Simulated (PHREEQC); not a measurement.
A solution holds 3.7 mmol/kgw NaH2PO4 and 150 mmol/kgw NaOH, at 25 °C. Closed to the air; pH follows from the charge balance.

All values are PHREEQC results (ion-association model, wateq4f.dat), not measurements.

Precipitation was switched off in this run.

Estimate the pH, ionic strength.

pH 13.02; ionic strength 0.164 mol/kgw.

In which forms is P present?

PO4-3 95 %, HPO4-2 4.9 % of the P.

H3PO4, which wateq4f.dat lacks, is added to it with the constant of phreeqc.dat.
